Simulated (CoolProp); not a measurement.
Vapour-liquid equilibrium of n-hexane (1) + toluene (2) at 64.05 °C; x and y are mole fractions of (1).

Model: multi-fluid Helmholtz-energy mixture model, Thol 2019 and Lemmon 2006; pair parameters Bell 2016, in CoolProp.

Question: Give the bubble pressure and the first vapour's composition at x = 0.25, 0.35, 0.65. Is there an azeotrope?

Answer: x = 0.25: 0.4417 bar, y = 0.614; x = 0.35: 0.5095 bar, y = 0.701; x = 0.65: 0.6824 bar, y = 0.862. No azeotrope shows between x = 0.05 and 0.95.

The pair parameters rest on a limited set of measurements; away from them the model extrapolates.
